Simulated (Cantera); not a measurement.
Equilibrium for fluorocarbon and chlorocarbon gases: C2F6 + CH4 + H2 + Si

A closed system holds: 1 mol C2F6, 0.0093 mol CH4, 0.22 mol H2, 0.64 mol Si, at 1652 °C.

These are equilibrium values from Cantera (NASA tables, ideal gas, pure condensed phases), not measurements of a reactor. Candidate condensed phases: C, C6H6, C7H8, C8H18, Si, SiC; 113 gas species. The feed counts by its element totals alone. The tables' values for SiF3 are old estimates; treat these amounts as uncertain. Gases not in the tables: C2F6 and larger saturated fluorocarbons. The numbers say what is thermodynamically allowed, not how fast it happens.

| P (Pa) | x F | x CF4 | x SiF4 | x HF | x CF2 | x CF3 | n C(graphite) |
|---|---|---|---|---|---|---|---|
| 1 | 0.621 | 0.00178 | 0.170 | 0.127 | 0.0780 | 0.000265 | 1.70 |
| 6.80 | 0.365 | 0.0671 | 0.218 | 0.163 | 0.184 | 0.00249 | 1.26 |
| 46 | 0.119 | 0.237 | 0.290 | 0.216 | 0.133 | 0.00397 | 1.19 |
| 320 | 0.0304 | 0.337 | 0.326 | 0.243 | 0.0600 | 0.00319 | 1.22 |
| 2200 | 0.00737 | 0.376 | 0.338 | 0.252 | 0.0242 | 0.00214 | 1.25 |
| 15000 | 0.00176 | 0.390 | 0.342 | 0.255 | 0.00942 | 0.00136 | 1.26 |
| 100000 | 0.000426 | 0.395 | 0.344 | 0.256 | 0.00367 | 0.000854 | 1.26 |
x: gas mole fraction; n: condensed amount in mol.

From 1.00 Pa to 1.00 bar the condensed part is C(graphite). The main Si-bearing gas is SiF4 throughout.
